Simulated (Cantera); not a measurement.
# Catalytic combustion on Pt

An isothermal plug-flow reactor at 950 K and 500000 Pa (inlet), inlet velocity 2.9 m/s, active area per volume 89 1/m; feed 1.21 % H2, 19.2 % O2, 79.6 % N2, equivalence ratio 0.032.

Computed with Cantera and Deutschmann's 1995 Pt surface mechanism with GRI-Mech 3.0 gas chemistry. Catalytic surfaces can have several steady states; this one follows from the mechanism file's or the stated starting coverage. Mass transfer to the wall is taken as infinitely fast.

| z (m) | x H2 | x O2 | x H2O | θ free Pt | θ O* | θ OH* |
|---|---|---|---|---|---|---|
| 0.00044 | 0.0113 | 0.191 | 0.000845 | 0.141 | 0.856 | 0.00336 |
| 0.00073 | 0.0108 | 0.191 | 0.00135 | 0.136 | 0.860 | 0.00338 |
| 0.0012 | 0.0100 | 0.191 | 0.00209 | 0.130 | 0.866 | 0.00341 |
| 0.002 | 0.00893 | 0.190 | 0.00319 | 0.122 | 0.875 | 0.00343 |
| 0.0034 | 0.00742 | 0.190 | 0.00470 | 0.111 | 0.886 | 0.00346 |
| 0.0057 | 0.00564 | 0.189 | 0.00649 | 0.0990 | 0.898 | 0.00346 |
| 0.0095 | 0.00377 | 0.188 | 0.00838 | 0.0878 | 0.909 | 0.00345 |
| 0.016 | 0.00204 | 0.187 | 0.0101 | 0.0788 | 0.918 | 0.00343 |
| 0.026 | 0.000857 | 0.187 | 0.0113 | 0.0732 | 0.923 | 0.00341 |
| 0.044 | 0.000196 | 0.187 | 0.0120 | 0.0704 | 0.926 | 0.00339 |
x: gas mole fraction; θ: surface coverage.
